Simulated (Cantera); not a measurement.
A Cantera script and its output.

```python
import numpy as np
import cantera as ct

gas = ct.Solution("gri30.yaml")
gas.TP = 300, 100000
flame = ct.CounterflowDiffusionFlame(gas, width=0.02)
flame.fuel_inlet.X, flame.fuel_inlet.T = {'CH4': 1, 'C2H6': 1.4}, 350
flame.oxidizer_inlet.X, flame.oxidizer_inlet.T = {'O2': 0.2, 'N2': 0.8}, 325
flame.set_refine_criteria(ratio=3, slope=0.12, curve=0.24, prune=0.03)
show = ['OH', 'H', 'NO', 'CO', 'C2H2']

rows = []
print(f"{'mdot':>8s}{'a_max':>10s}{'a_mean':>10s}{'Tmax/K':>9s}" + "".join(f"{s:>11s}" for s in show) + "   (peak mole fractions)")
for i, mdot in enumerate([0.25, 0.32, 0.41, 0.53, 0.69, 0.88, 1.1, 1.5, 1.9, 2.4]):  # kg/m2/s on the oxidiser side
    flame.oxidizer_inlet.mdot, flame.fuel_inlet.mdot = mdot, 1 * mdot
    flame.solve(loglevel=0, auto=(i == 0))
    if flame.T.max() < max(350, 325) + 100:
        print(f"{mdot:8.3g}  no burning solution found from the previous one")
        break
    dT = np.abs(np.gradient(flame.T, flame.grid))
    rows.append([flame.strain_rate("max"), flame.strain_rate("mean"), flame.T.max(),
                 *(flame.X[gas.species_index(s)].max() for s in show), max(dT[0], dT[-1]) / dT.max()])
    print(f"{mdot:8.3g}{rows[-1][0]:10.1f}{rows[-1][1]:10.1f}{rows[-1][2]:9.1f}" + "".join(f"{x:11.3e}" for x in rows[-1][3:-1]))
```

Output:

```
    mdot     a_max    a_mean   Tmax/K         OH          H         NO         CO       C2H2   (peak mole fractions)
    0.25     169.7      26.7   1980.8  5.973e-03  3.550e-03  1.853e-04  4.736e-02  2.580e-02
    0.32     210.6      34.2   1966.5  5.942e-03  3.711e-03  1.740e-04  4.748e-02  2.460e-02
    0.41     262.1      43.9   1952.2  5.891e-03  3.866e-03  1.616e-04  4.765e-02  2.340e-02
    0.53     329.8      56.7   1938.9  5.840e-03  4.027e-03  1.486e-04  4.798e-02  2.223e-02
    0.69     417.8      73.8   1923.9  5.756e-03  4.176e-03  1.335e-04  4.836e-02  2.100e-02
    0.88     519.6      94.1   1908.9  5.641e-03  4.294e-03  1.185e-04  4.881e-02  1.976e-02
     1.1     634.7     117.7   1893.9  5.498e-03  4.374e-03  1.038e-04  4.938e-02  1.851e-02
     1.5     837.5     160.4   1869.4  5.212e-03  4.413e-03  8.181e-05  5.040e-02  1.652e-02
     1.9    1034.1     203.2   1846.7  4.903e-03  4.360e-03  6.429e-05  5.143e-02  1.474e-02
     2.4    1273.1     256.7   1819.0  4.498e-03  4.195e-03  4.671e-05  5.276e-02  1.270e-02
```

Computed with Cantera and GRI-Mech 3.0 (53 species, 325 reactions). GRI-Mech 3.0 has no aromatics or soot, which form on the fuel side of real flames. The maximum strain rate includes the flame's own expansion and is several times the mean.
